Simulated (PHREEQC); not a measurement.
Consider water at 25 °C with 2 mmol/kgw NaHCO3. Closed to the air; pH follows from the charge balance.

Model: ion-association model, wateq4f.dat, run in PHREEQC.

```
quantity                      before    after
---------------------------  -------  -------
pH                              8.27     8.17
CO2 (mol/kgw)                2.24e-5  2.93e-6
CO3-2 (mol/kgw)              1.98e-5  1.42e-6
NaHCO3 (mol/kgw)             1.99e-6  2.13e-8
NaCO3- (mol/kgw)             6.06e-7  4.97e-9
SI of Nahcolite (NaHCO3)       -4.90    -6.87
SI of Natron (Na2CO3:10H2O)    -8.92   -11.98
```

Name the change that produced these shifts.
A) diluted 2-fold with water
B) diluted 5-fold with water
C) NaHCO3 from 0.002 to 0.0022 mol/kgw
D) diluted 10-fold with water

D, diluted 10-fold with water

Precipitation was switched off in this run.
